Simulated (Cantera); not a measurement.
A perfectly stirred reactor is fed with 69.0 % NH3, 31.0 % H2, at 0.0132 atm; it is held at 2050 K, and followed from long to short residence time.

Computed with Cantera and the gas-phase N/H chemistry of the illustrative SiF4/NH3 mechanism in the Surface Chemkin manual (1991). Walls and surfaces, which speed up NH3 decomposition in real reactors, are not modelled.

x: mole fraction; the columns are a selection and need not sum to one.

```
τ (s)   x NH3   x H2   x N2H2     x NH     x NH2  x H      x N
------  -----  -----  -------  -------  --------  ---  -------
1.8     0.192  0.659  2.03e-6  2.19e-5  0.000653  ___  2.13e-6
0.94    0.288  0.592  3.40e-6  2.50e-5  0.000865  ___  2.09e-6
0.48    0.400  0.513  5.23e-6  2.75e-5   0.00108  ___  2.00e-6
0.25    0.500  0.443  7.07e-6  2.88e-5   0.00126  ___  1.88e-6
0.13    0.576  0.389  8.54e-6  2.93e-5   0.00139  ___  1.75e-6
0.065   0.629  0.352  9.39e-6  2.89e-5   0.00146  ___  1.62e-6
0.033   0.659  0.331  9.39e-6  2.76e-5   0.00146  ___  1.46e-6
0.017   0.674  0.320  8.48e-6  2.50e-5   0.00141  ___  1.24e-6
0.0088  0.683  0.314  6.50e-6  2.03e-5   0.00127  ___  9.09e-7
0.0045  0.687  0.312  3.56e-6  1.28e-5  0.000991  ___  4.65e-7
```

Some entries are withheld; supply them.


- 1.8, x H: 0.000758
- 0.94, x H: 0.000603
- 0.48, x H: 0.000473
- 0.25, x H: 0.000381
- 0.13, x H: 0.000319
- 0.065, x H: 0.000278
- 0.033, x H: 0.000251
- 0.017, x H: 0.000228
- 0.0088, x H: 0.000199
- 0.0045, x H: 0.000153
